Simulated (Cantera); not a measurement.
An isothermal, constant-pressure homogeneous reactor starts with N2O : H2O = 1 : 0.0095 (molar parts), at 1548 K and 2100 Pa.

Model: GRI-Mech 3.0 (53 species, 325 reactions), integrated in Cantera. GRI-Mech 3.0 was tuned for natural gas; its chemistry of N2O as a main component is partial and can be far from experiment. Radical loss at walls, strong at low pressure, is not modelled. The temperature is held fixed by assumption; the heat of reaction is taken as removed at once.

Problem. Predict: x(N2O) at 100 s; x(H2O) at 100 s; x(NO2) at 100 s; x(O) at 100 s; x(O2) at 100 s.

Solution. 
```json
{
 "x(N2O) at 100 s": "6.33e-6 (gas-phase equilibrium 1.42e-8)",
 "x(H2O) at 100 s": "0.00625 (gas-phase equilibrium 0.00625)",
 "x(NO2) at 100 s": "0.000115 (gas-phase equilibrium 1.49e-6)",
 "x(O) at 100 s": "2.69e-5 (gas-phase equilibrium 3.04e-5)",
 "x(O2) at 100 s": "0.253 (gas-phase equilibrium 0.330)"
}
```
